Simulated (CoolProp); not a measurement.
Octamethyltrisiloxane (MDM) along the isotherm 295.5 K: Z from the reference equation and from simpler models built on Tc = 565.4 K, pc = 1.438 MPa, ω = 0.528; each cubic takes its own stable root.

Values from CoolProp's reference Helmholtz-energy equation of state, Thol 2017.

| p (MPa) | phase | reference |
|---|---|---|
| 0.0114 | liquid | 0.001342 |
| 0.0167 | liquid | 0.001966 |
| 0.0245 | liquid | 0.002884 |
| 0.0359 | liquid | 0.004225 |
| 0.0528 | liquid | 0.006214 |
| 0.0774 | liquid | 0.009109 |
| 0.114 | liquid | 0.01342 |
| 0.167 | liquid | 0.01965 |
| 0.245 | liquid | 0.02883 |
| 0.359 | liquid | 0.04223 |
| 0.528 | liquid | 0.06209 |
| 0.774 | liquid | 0.09098 |
| 1.14 | liquid | 0.1339 |
| 1.67 | liquid | 0.1960 |
| 2.45 | liquid | 0.2872 |
| 3.59 | liquid | 0.4200 |

Q: How far does each simpler model (van der Waals, Redlich-Kwong, Soave-Redlich-Kwong, Peng-Robinson) lie from the reference over these 16 states: mean and median of the absolute difference, and the worst?

A: 
- van der Waals: mean 12260.0 %, median 74.5 %, worst +73633.2 % at 295.5 K and 0.0114 MPa
- Redlich-Kwong: mean 17.6 %, median 17.7 %, worst +17.8 % at 295.5 K and 0.0114 MPa
- Soave-Redlich-Kwong: mean 11.8 %, median 11.9 %, worst +11.9 % at 295.5 K and 0.0114 MPa
- Peng-Robinson: mean 0.4 %, median 0.4 %, worst -0.5 % at 295.5 K and 3.59 MPa

At some of these states van der Waals gives the other phase, because its saturation line lies elsewhere.
